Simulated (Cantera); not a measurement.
Input: 1 mol CuO, 4.9 mol CH4, 0.042 mol CO, equilibrated at 2375 K.

Method: chemical equilibrium by Gibbs-energy minimisation in Cantera with the NASA 1993 tables (ideal gas, pure condensed phases). Candidate condensed phases: C, C6H6, C7H8, C8H18, Cu, CuO, Cu(OH)2, Cu2O, H2O; 113 gas species. Equilibrium is a limit: real reactors are often held back by kinetics, nucleation or transport.

Problem. Which condensed phases are stable at each of these points (P (Pa)): 10, 36, 130, 460, 1700, 6000, 22000, 77000, 280000, 1000000?

Solution. 
| P (Pa) | condensed phases | Cu condensed (%) |
|---|---|---|
| 10 | C(graphite) | 0.0 |
| 36 | C(graphite) | 0.0 |
| 130 | C(graphite) | 0.0 |
| 460 | C(graphite) | 0.0 |
| 1700 | C(graphite) | 0.0 |
| 6000 | C(graphite) | 0.0 |
| 22000 | C(graphite) | 0.0 |
| 77000 | C(graphite) | 0.0 |
| 280000 | C(graphite) + Cu(l) | 67.4 |
| 1000000 | C(graphite) + Cu(l) | 91.1 |

From 0.000100 bar to 0.770 bar the condensed part is C(graphite). From 2.80 bar to 10.0 bar the condensed part is C(graphite) + Cu(l).
